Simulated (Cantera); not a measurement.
Thermodynamics of titanium nitride, carbide and oxide coatings, feed Ti(OiPr)₄ + CH₄

Input: 1 mol Ti(OiPr)₄, a varied amount of CH₄, at 1323.15 K and 1.00 bar.

Equilibrium computed with Cantera from the NASA thermochemical tables; the gas is ideal and each condensed phase is pure. Candidate condensed phases: C, C₆H₆, C₇H₈, C₈H₁₈, H₂O, Ti, TiC, TiO, TiO₂, Ti₂O₃, Ti₃O₅, Ti₄O₇; 113 gas species. The feed counts by its element totals alone. Mutual solubility and eutectic melting of coexisting phases are not modelled. Condensed phases not in the tables: Magnéli phases beyond Ti₄O₇. The numbers say what is thermodynamically allowed, not how fast it happens.

```
n(CH₄) (mol)   x H₂    x CO    x CH₄     x H₂O    x CO₂      x H   x C₂H₄  x C₂H₂ (acetylene)  n C(graphite)  n Ti₄O₇(s)  n Ti₃O₅(s)
------------  -----  ------  -------  --------  -------  -------  -------  ------------------  -------------  ----------  ----------
0.23          0.860   0.134  0.00502  0.000846  7.13e-5  1.47e-6  1.30e-6             7.11e-7           9.91       0.250           0
0.31          0.861   0.133  0.00503  0.000839  7.00e-5  1.47e-6  1.30e-6             7.12e-7           9.99       0.250           0
0.42          0.863   0.131  0.00505  0.000830  6.82e-5  1.48e-6  1.31e-6             7.14e-7           10.1       0.250           0
0.58          0.865   0.129  0.00508  0.000817  6.57e-5  1.48e-6  1.31e-6             7.16e-7           10.3       0.250           0
0.79          0.868   0.126  0.00512  0.000801  6.26e-5  1.48e-6  1.32e-6             7.18e-7           10.5       0.250           0
1.1           0.872   0.122  0.00517  0.000778  5.85e-5  1.48e-6  1.34e-6             7.21e-7           10.8       0.250           0
1.5           0.877   0.117  0.00523  0.000750  5.37e-5  1.49e-6  1.35e-6             7.26e-7           11.2       0.250           0
2             0.883   0.111  0.00529  0.000717  4.86e-5  1.49e-6  1.37e-6             7.30e-7           11.7       0.250           0
2.8           0.889   0.105  0.00536  0.000686  4.38e-5  1.50e-6  1.39e-6             7.35e-7           12.4      0.0630       0.249
3.8           0.896  0.0974  0.00546  0.000639  3.74e-5  1.50e-6  1.41e-6             7.42e-7           13.4           0       0.333
5.2           0.907  0.0872  0.00558  0.000579  3.00e-5  1.51e-6  1.44e-6             7.50e-7           14.7           0       0.333
7.1           0.917  0.0763  0.00572  0.000513  2.30e-5  1.52e-6  1.48e-6             7.59e-7           16.6           0       0.333
```
x: gas mole fraction; n: condensed amount in mol.

From 0.23 mol CH₄ to 2 mol CH₄ the condensed part is C(graphite) + Ti₄O₇(s). At 2.8 mol CH₄ the condensed part is C(graphite) + Ti₃O₅(s) + Ti₄O₇(s). From 3.8 mol CH₄ to 7.1 mol CH₄ the condensed part is C(graphite) + Ti₃O₅(s).
